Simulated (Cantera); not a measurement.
Cantera run:

```python
import numpy as np
import cantera as ct

gas_names = """
    B BH BH2 BH3 B2 H H2
""".split()
cond_names = """
    B(b) B(L)
""".split()


# ... load() reads the species with a 1 bar reference pressure and builds the phases ...
atoms = {
    'B2H6': {'B': 2, 'H': 6},
    'H2': {'H': 2},
}
top_T = {}  # K; cautious upper limits of use, not melting points


# ... equilibrate(T, P, feed) seeds the gas with the atoms and calls Mixture.equilibrate('TP', solver="vcs", rtol=1e-11, max_steps=5000) ...
results = []
feed = {'B2H6': 1, 'H2': 2.4}  # mol
T = 1973  # K
P = 64  # Pa
mix = equilibrate(T, P, feed)
results.append((T, P, feed, dict(zip(mix.species_names, mix.species_moles))))
print(gas.report(threshold=1e-05))
for i in range(1, mix.n_phases):
    print(f"{mix.phase(i).name:16s} {mix.phase_moles(i):12.5e} mol")
```

It prints:

```
       temperature   1973 K
          pressure   64 Pa
           density   7.6819e-06 kg/m^3
  mean mol. weight   1.969 kg/kmol
   phase of matter   gas

                          1 kg             1 kmol
                     ---------------   ---------------
          enthalpy        3.1818e+07         6.265e+07  J
   internal energy        2.3486e+07        4.6245e+07  J
           entropy        1.2653e+05        2.4915e+05  J/K
    Gibbs function       -2.1783e+08       -4.2892e+08  J
 heat capacity c_p             16973             33420  J/K
 heat capacity c_v             12750             25105  J/K

                      mass frac. Y      mole frac. X     chem. pot. / RT
                     ---------------   ---------------   ---------------
                 B        0.00072493        0.00013204           -3.2063
               BH2         0.0024685        0.00037896           -30.051
                 H          0.026579          0.051918           -13.423
                H2           0.97017           0.94756           -26.845
     [   +3 minor]        5.4929e-05         9.018e-06

B(b)              1.99712e+00 mol
```

Cantera equilibrium calculation (NASA polynomials, part measured and part estimated; ideal gas, pure solids and liquids). The feed counts by its element totals alone. The tables' values for BH2 are old estimates; treat these amounts as uncertain.
